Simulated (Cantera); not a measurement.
An isothermal, constant-pressure homogeneous reactor starts with 33.3 % CH4, 40.0 % CO2, 26.7 % H2, at 2000 K and 2.40 bar.

Computed with Cantera and GRI-Mech 3.0 (53 species, 325 reactions).

x: mole fraction; the columns are a selection and need not sum to one.

| t (s) | x CH4 | x CO2 | x H2 | x CH2CO | x H2O | x CO |
|---|---|---|---|---|---|---|
| 8.00e-5 | 0.194 | 0.319 | 0.348 | [?] | 0.0389 | 0.0444 |
| 0.000378 | 0.0680 | 0.162 | 0.361 | [?] | 0.147 | 0.166 |
| 0.00179 | 0.0179 | 0.0427 | 0.342 | [?] | 0.212 | 0.290 |
| 0.00846 | 0.0112 | 0.0256 | 0.418 | [?] | 0.137 | 0.353 |
| 0.0400 | 0.00488 | 0.0121 | 0.491 | [?] | 0.0661 | 0.410 |
| 0.189 | 0.000942 | 0.00660 | 0.522 | [?] | 0.0365 | 0.432 |
| 0.894 | 6.10e-7 | 0.00611 | 0.526 | 1.91e-10 | 0.0339 | 0.434 |
| 4.23 | 4.55e-7 | 0.00611 | 0.526 | 1.42e-10 | 0.0339 | 0.434 |
| 20.0 | 4.55e-7 | 0.00611 | 0.526 | 1.42e-10 | 0.0339 | 0.434 |

Complete the blanks.


- 8.00e-5, x CH2CO: 2.01e-5
- 0.000378, x CH2CO: 8.49e-5
- 0.00179, x CH2CO: 0.000110
- 0.00846, x CH2CO: 3.97e-5
- 0.0400, x CH2CO: 6.54e-6
- 0.189, x CH2CO: 4.71e-7
